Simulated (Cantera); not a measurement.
Input (Python, Cantera):

```python
import numpy as np
import cantera as ct

gas = ct.Solution("gri30.yaml")
gas.TPX = 1225, 101325, {'CH4': 1, 'O2': 1.82, 'N2': 6.84}
reactor = ct.IdealGasReactor(gas, energy="on", clone=False)
net = ct.ReactorNet([reactor])
net.rtol, net.atol = 1e-08, 1e-16
show = ['CH4', 'O2', 'HO2', 'HCN', 'NO', 'H', 'C2H']
times = np.geomspace(3e-06, 0.4, 12)

steps = ct.SolutionArray(gas, extra=["t"])
rows = []
print(f"{'t/s':>10s}{'T/K':>9s}{'P/Pa':>11s}" + "".join(f"{s:>11s}" for s in show))
for t in times:
    while net.time < t:
        t_next = net.step()
        steps.append(gas.state, t=t_next)
    rows.append([np.interp(t, steps.t, y) for y in (steps.T, steps.P, *steps(*show).X.T)])
    print(f"{t:10.3e}{rows[-1][0]:9.1f}{rows[-1][1]:11.4g}" + "".join(f"{x:11.3e}" for x in rows[-1][2:]))
rate = np.gradient(steps.T, steps.t)
print("integrator steps:", len(steps.t))
if steps.T.max() > steps.T[0] + 200:
    print(f"time of steepest temperature rise: {steps.t[rate.argmax()]:.4e} s")
gas.TPX = 1225, 101325, {'CH4': 1, 'O2': 1.82, 'N2': 6.84}
gas.equilibrate("UV")
print(f"equilibrium (UV): T = {gas.T:.1f} K  " + "  ".join(f"{s} {gas[s].X[0]:.3e}" for s in show))
```

Result:

```
       t/s      T/K       P/Pa        CH4         O2        HO2        HCN         NO          H        C2H
 3.000e-06   1225.0  1.013e+05  1.035e-01  1.884e-01  4.317e-09  1.965e-25  4.753e-22  2.321e-11  8.584e-38
 8.771e-06   1225.0  1.013e+05  1.035e-01  1.884e-01  1.259e-08  1.705e-24  2.901e-21  2.561e-11  2.375e-35
 2.564e-05   1225.0  1.013e+05  1.035e-01  1.884e-01  3.654e-08  1.484e-23  1.391e-20  3.132e-11  6.268e-33
 7.496e-05   1225.0  1.013e+05  1.035e-01  1.884e-01  1.044e-07  1.321e-22  8.003e-20  5.009e-11  1.863e-30
 2.191e-04   1225.0  1.013e+05  1.035e-01  1.884e-01  2.852e-07  1.262e-21  6.121e-19  1.257e-10  6.520e-28
 6.407e-04   1225.0  1.013e+05  1.035e-01  1.884e-01  6.610e-07  1.595e-20  6.772e-18  5.754e-10  4.440e-25
 1.873e-03   1225.1  1.013e+05  1.035e-01  1.884e-01  8.165e-07  3.508e-19  9.962e-17  2.717e-09  5.904e-22
 5.476e-03   1225.7  1.014e+05  1.034e-01  1.883e-01  1.329e-06  4.349e-18  8.120e-16  6.094e-09  1.110e-19
 1.601e-02   1230.6  1.018e+05  1.026e-01  1.878e-01  4.393e-06  6.887e-17  8.093e-15  2.796e-08  2.179e-17
 4.680e-02   2852.7   2.49e+05  2.477e-14  1.171e-02  5.777e-06  5.327e-09  8.620e-03  9.841e-03  2.601e-18
 1.368e-01   2852.7   2.49e+05  2.477e-14  1.171e-02  5.777e-06  5.327e-09  8.620e-03  9.841e-03  2.601e-18
 4.000e-01   2852.7   2.49e+05  2.477e-14  1.171e-02  5.777e-06  5.327e-09  8.620e-03  9.841e-03  2.601e-18
integrator steps: 2385
time of steepest temperature rise: 3.1899e-02 s
equilibrium (UV): T = 2852.7 K  CH4 3.149e-14  O2 1.171e-02  HO2 5.777e-06  HCN 5.327e-09  NO 8.620e-03  H 9.841e-03  C2H 2.755e-18
```

Detailed kinetics in Cantera: GRI-Mech 3.0 (53 species, 325 reactions).
